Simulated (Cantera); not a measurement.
An isothermal, constant-pressure homogeneous reactor starts with 17.5 % CH4, 82.5 % N2, at 1675 K and 0.138 atm.

Detailed kinetics in Cantera: GRI-Mech 3.0 (53 species, 325 reactions). GRI-Mech 3.0 stops at C3 and has no aromatics, soot or wall deposition, so with more carbon than oxygen in the feed, carbon stays in small species such as C2H2 where larger ones or solid carbon would form.

x: mole fraction; the columns are a selection and need not sum to one.

```
t (s)          x CH4      x C2H2         x H       x C2H      x C2H6
--------  ----------  ----------  ----------  ----------  ----------
1.00e-5        0.175      <1e-12     2.93e-7      <1e-12    2.18e-11
4.53e-5        0.175    1.35e-12     2.94e-7      <1e-12     2.32e-9
0.000205       0.175    8.18e-10     3.06e-7      <1e-12     2.01e-7
0.000928       0.175     4.13e-7     5.54e-7    2.45e-12     1.16e-5
0.00420        0.170    0.000188     4.61e-6    9.62e-10    0.000209
0.0190    (withheld)  (withheld)  (withheld)  (withheld)    0.000207
0.0862        0.0568      0.0494     7.58e-5     1.23e-7     3.77e-5
0.390         0.0142      0.0683    0.000121     1.98e-7     2.92e-6
1.77      (withheld)      0.0734    0.000143     2.36e-7  (withheld)
8.00        0.000747      0.0742    0.000147     2.43e-7     1.39e-8
```

Complete the blanks.


- 0.0190, x CH4: 0.123
- 0.0190, x C2H2: 0.0162
- 0.0190, x H: 3.50e-5
- 0.0190, x C2H: 4.57e-8
- 1.77, x CH4: 0.00263
- 1.77, x C2H6: 1.20e-7
